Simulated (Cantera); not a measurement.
## Thermodynamics of silicon nitride deposition, feed SiF4 + NH3 + H2

Input: 1 mol SiF4, a varied amount of NH3, 6.2 mol H2, held at 133 Pa.

Method: chemical equilibrium by Gibbs-energy minimisation in Cantera with the NASA 1993 tables (ideal gas, pure condensed phases). Candidate condensed phases: Si, Si3N4; 37 gas species. The tables' values for SiF2, SiF3 are old estimates. Equilibrium is a limit: real reactors are often held back by kinetics, nucleation or transport.

Stable condensed phases:

```
T in K \ n(NH3) in mol
         0.13 0.18 0.23 0.31 0.41 0.54 0.72 0.95
   1500     A    A    A    A    A    A    A    A
   1450     A    A    A    A    A    A    A    A
   1400     A    A    A    A    A    A    A    A
   1350     A    A    A    A    A    A    A    A
   1300     A    A    A    A    A    A    A    A
   1250     A    A    A    A    A    A    A    A
   1200     A    A    A    A    A    A    A    A
   1150     A    A    A    A    A    B    B    B
   1100     A    A    A    B    B    B    B    B
   1050     B    B    B    B    B    B    B    B
   1000     B    B    B    B    B    B    B    B
```

A: gas only; B: Si3N4.
